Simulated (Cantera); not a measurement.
## Thermal oxidation and active oxidation of silicon: Si + N2O + N2 + O2

Input: 1 mol Si, a varied amount of N2O, 82 mol N2, 0.032 mol O2, at 1100 K and 82.5 Torr.

Cantera equilibrium calculation (NASA polynomials, part measured and part estimated; ideal gas, pure solids and liquids). Candidate condensed phases: Si, SiO2, Si2N2O, Si3N4; 16 gas species. Mutual solubility and eutectic melting of coexisting phases are not modelled. Kinetics and transport are ignored.

From 0.2 mol N2O to 0.3 mol N2O the condensed part is Si2N2O(s) + Si3N4(s). From 0.44 mol N2O to 1.4 mol N2O the condensed part is SiO2(β-quartz) + Si2N2O(s). From 2 mol N2O to 4.2 mol N2O the condensed part is SiO2(β-quartz).

```tsv
n(N2O) (mol)	x N2	x O2	x NO	x NO2	n Si2N2O(s)	n Si3N4(s)	n SiO2(β-quartz)
0.2	1.00	<1e-12	<1e-12	<1e-12	0.264	0.157	0
0.3	1.00	<1e-12	<1e-12	<1e-12	0.364	0.0907	0
0.44	1.00	<1e-12	<1e-12	<1e-12	0.499	0	0.00267
0.64	1.00	<1e-12	<1e-12	<1e-12	0.432	0	0.136
0.93	1.00	<1e-12	<1e-12	<1e-12	0.335	0	0.329
1.4	1.00	<1e-12	<1e-12	<1e-12	0.179	0	0.643
2	1.000	0.000379	4.07e-6	1.64e-9	0	0	1.00
2.9	0.994	0.00564	1.56e-5	2.44e-8	0	0	1.00
4.2	0.987	0.0130	2.36e-5	5.58e-8	0	0	1.00
```
x: gas mole fraction; n: condensed amount in mol.
